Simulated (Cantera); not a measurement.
An adiabatic, constant-pressure homogeneous reactor starts with 20.8 % CO, 0.391 % H2, 0.287 % CH4, 16.5 % O2, 62.0 % N2, equivalence ratio 0.68, at 1300 K and 1.00 bar.

Computed with Cantera and GRI-Mech 3.0 (53 species, 325 reactions).

One state of this run: T (K) = 2459; x CO = 0.0583; x H2 = 0.000389; x CH4 = <1e-12; x N2O = 6.43e-7; x HCN = 7.51e-12; x OH = 0.00472. x: mole fraction; the columns are a selection and need not sum to one.

Question: Which value of t (s) does it belong to?
A) 2.20e-5
B) 0.00126
C) 0.200
D) 0.00959

Answer: B, 0.00126
